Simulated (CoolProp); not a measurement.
The numbers come from the reference Helmholtz-energy equation of state, Thol 2014 in CoolProp.

**Question.** For chloromethane (R40), give the phase and the Z, Joule-Thomson coefficient (K/MPa), expansivity (1/kK) at -32.55 °C and 9680 kPa; 13.25 °C and 9680 kPa; 31.45 °C and 9680 kPa.

**Answer.** 
- -32.55 °C and 9680 kPa: liquid; Z 0.237, Joule-Thomson coefficient -0.388, expansivity 1.56
- 13.25 °C and 9680 kPa: liquid; Z 0.215, Joule-Thomson coefficient -0.310, expansivity 1.88
- 31.45 °C and 9680 kPa: liquid; Z 0.210, Joule-Thomson coefficient -0.256, expansivity 2.06
